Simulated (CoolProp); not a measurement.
Properties of hydrogen sulfide along the isotherm -60.45 °C (Tc = 100.0 °C, pc = 8999 kPa, ω = 0.101).

Model: reference Helmholtz-energy equation of state, Lemmon 2006, in CoolProp. It is a short technical equation, of lower accuracy than the large ones.

| p (kPa) | phase | density (kg/m³) | expansivity (1/kK) | viscosity (µPa s) |
|---|---|---|---|---|
| 285 | liquid | 949.6 | ___ | 295 |
| 443 | liquid | 949.8 | ___ | 296 |
| 690 | liquid | 950.0 | 1.847 | 296 |
| 1070 | liquid | 950.4 | 1.843 | 296 |
| 1670 | liquid | 950.9 | ___ | 297 |
| 2600 | liquid | ___ | 1.825 | 298 |
| 4060 | liquid | 953.2 | ___ | 299 |
| 6310 | liquid | 955.2 | ___ | 301 |
| 9830 | liquid | 958.3 | ___ | 304 |
| 15300 | liquid | 963.0 | 1.696 | 309 |
| 23800 | liquid | ___ | 1.623 | 318 |

Question: Some entries are withheld; supply them.

Answer: 
- 285, expansivity (1/kK): 1.852
- 443, expansivity (1/kK): 1.850
- 1670, expansivity (1/kK): 1.836
- 2600, density (kg/m³): 951.8
- 4060, expansivity (1/kK): 1.808
- 6310, expansivity (1/kK): 1.784
- 9830, expansivity (1/kK): 1.748
- 23800, density (kg/m³): 970.0

Viscosity comes from a separate model (Quiñones-Cisneros 2012).
